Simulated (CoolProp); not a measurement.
Vinyl chloride along the isotherm 430 K: Z from the reference equation and from simpler models built on Tc = 425.0 K, pc = 56.00 bar, ω = 0.160; each cubic takes its own stable root.

Model: reference Helmholtz-energy equation of state, Thol 2022, in CoolProp.

```json
[
 {"p (bar)": "70", "phase": "supercritical", "reference": "0.2325", "van der Waals": "0.3218", "Redlich-Kwong": "0.2783"},
 {"p (bar)": "140", "phase": "supercritical", "reference": "0.3707", "van der Waals": "[?]", "Redlich-Kwong": "0.4152"},
 {"p (bar)": "210", "phase": "supercritical", "reference": "0.5173", "van der Waals": "0.7084", "Redlich-Kwong": "[?]"},
 {"p (bar)": "280", "phase": "supercritical", "reference": "0.6594", "van der Waals": "0.8998", "Redlich-Kwong": "0.7069"},
 {"p (bar)": "350", "phase": "supercritical", "reference": "0.7973", "van der Waals": "[?]", "Redlich-Kwong": "[?]"},
 {"p (bar)": "420", "phase": "supercritical", "reference": "0.9319", "van der Waals": "[?]", "Redlich-Kwong": "0.9803"},
 {"p (bar)": "490", "phase": "supercritical", "reference": "1.064", "van der Waals": "1.449", "Redlich-Kwong": "1.112"},
 {"p (bar)": "560", "phase": "supercritical", "reference": "1.193", "van der Waals": "1.626", "Redlich-Kwong": "[?]"}
]
```

### Question
Complete the blanks.

### Answer

- 140, van der Waals: 0.5111
- 210, Redlich-Kwong: 0.5638
- 350, van der Waals: 1.086
- 350, Redlich-Kwong: 0.8455
- 420, van der Waals: 1.269
- 560, Redlich-Kwong: 1.242
